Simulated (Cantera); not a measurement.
A Cantera script and its output.

```python
import numpy as np
import cantera as ct

gas = ct.Solution("gri30.yaml")


def delay(T, t_max=10):
    gas.TPX = T, 1000000, {'CH4': 1, 'H2': 0.099, 'O2': 1.71, 'N2': 6.42, 'H2O': 2.1}
    reactor = ct.IdealGasReactor(gas, clone=False)
    net = ct.ReactorNet([reactor])
    net.rtol, net.atol = 1e-8, 1e-16
    while net.time < t_max:
        t_old, T_old = net.time, reactor.T
        net.step()
        if reactor.T > T + 400:  # ignition: a rise of 400 K
            return t_old + (T + 400 - T_old) / (reactor.T - T_old) * (net.time - t_old)
    return np.nan


taus = []
for T in [1200, 1300, 1400, 1500, 1600, 1700, 1800, 1900]:
    taus.append(delay(T))
    print(f"T0 = {T:6g} K   tau = {taus[-1]:.4e} s")
```

Output:

```
T0 =   1200 K   tau = 1.5869e-03 s
T0 =   1300 K   tau = 7.0532e-04 s
T0 =   1400 K   tau = 3.3183e-04 s
T0 =   1500 K   tau = 1.5385e-04 s
T0 =   1600 K   tau = 6.9790e-05 s
T0 =   1700 K   tau = 3.1939e-05 s
T0 =   1800 K   tau = 1.5306e-05 s
T0 =   1900 K   tau = 7.8661e-06 s
```

Cantera simulation using GRI-Mech 3.0 (53 species, 325 reactions); the numbers are that mechanism's predictions, not measurements.
